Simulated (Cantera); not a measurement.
Feed: 1 mol Si₃N₄, 0.021 mol CO₂, a varied amount of H₂, at 1150 K and 13.3 mbar.

Cantera equilibrium calculation (NASA polynomials, part measured and part estimated; ideal gas, pure solids and liquids). Candidate condensed phases: C, C₆H₆, C₇H₈, C₈H₁₈, H₂O, Si, SiC, SiO₂, Si₂N₂O, Si₃N₄; 151 gas species. Mutual solubility and eutectic melting of coexisting phases are not modelled. Kinetics and transport are ignored.

Question: Which condensed phases are stable at each of these points (n(H₂) (mol)): 1.2, 2.7, 5.8, 13, 28, 61, 130, 290?

Answer: 
| n(H₂) (mol) | condensed phases | Si condensed (%) |
|---|---|---|
| 1.2 | C(graphite) + Si₂N₂O(s) + Si₃N₄(s) | 100.0 |
| 2.7 | C(graphite) + SiC(s) + Si₂N₂O(s) + Si₃N₄(s) | 100.0 |
| 5.8 | SiC(s) + Si₂N₂O(s) + Si₃N₄(s) | 100.0 |
| 13 | SiC(s) + Si₂N₂O(s) + Si₃N₄(s) | 100.0 |
| 28 | SiC(s) + Si₂N₂O(s) + Si₃N₄(s) | 100.0 |
| 61 | SiC(s) + Si₂N₂O(s) + Si₃N₄(s) | 100.0 |
| 130 | SiC(s) + Si₂N₂O(s) + Si₃N₄(s) | 100.0 |
| 290 | SiC(s) + Si₂N₂O(s) + Si₃N₄(s) | 100.0 |

At 1.2 mol H₂ the condensed part is C(graphite) + Si₂N₂O(s) + Si₃N₄(s). At 2.7 mol H₂ the condensed part is C(graphite) + SiC(s) + Si₂N₂O(s) + Si₃N₄(s). From 5.8 mol H₂ to 290 mol H₂ the condensed part is SiC(s) + Si₂N₂O(s) + Si₃N₄(s).
